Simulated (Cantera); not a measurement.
A closed system holds: 1 mol PbO, 0.036 mol H₂, at 6700 Pa.

Equilibrium computed with Cantera from the NASA thermochemical tables; the gas is ideal and each condensed phase is pure. Candidate condensed phases: H₂O, Pb, PbO, PbO₂, Pb₃O₄; 12 gas species. Equilibrium is a limit: real reactors are often held back by kinetics, nucleation or transport.

### Question
At 727 °C, list the 3 most abundant gas species with their mole fractions, and the condensed phases.

### Answer
H₂O 1.000, Pb 0.000242, H₂ 0.000147. Condensed: Pb(l) + PbO(yellow).
